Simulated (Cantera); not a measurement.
Input: 1 mol Si3N4, 0.16 mol C, 0.02 mol N2, at 1475 K and 10000 Pa.

These are equilibrium values from Cantera (NASA tables, ideal gas, pure condensed phases), not measurements of a reactor. Candidate condensed phases: C, Si, SiC, Si3N4; 20 gas species. Kinetics and transport are ignored.

Base state: N2 1.00 (mole fractions); condensed: C(graphite) + Si3N4(s).

Problem. What changes in the equilibrium state with this change: temperature from 1475 K to 1525 K?

Solution. 
| species | before | after |
|---|---|---|
| N2 | 1.00 | 1.00 |
| C(graphite), mol | 0.160 | 0 |
| Si3N4(s), mol | 1.00 | 0.947 |
| SiC(s), mol | 0 | 0.160 |
Mutual solubility and eutectic melting of coexisting phases are not modelled.

Problem. What changes in the equilibrium state with this change: pressure from 10000 Pa to 1.90 Pa?

Solution. 
```csv
species,before,after
N2,1.00,1.000
Si,<1e-9,0.000303
"C(graphite), mol",0.160,0
"Si3N4(s), mol",1.00,0
"Si(s), mol",0,2.84
"SiC(s), mol",0,0.160
```
Mutual solubility and eutectic melting of coexisting phases are not modelled.
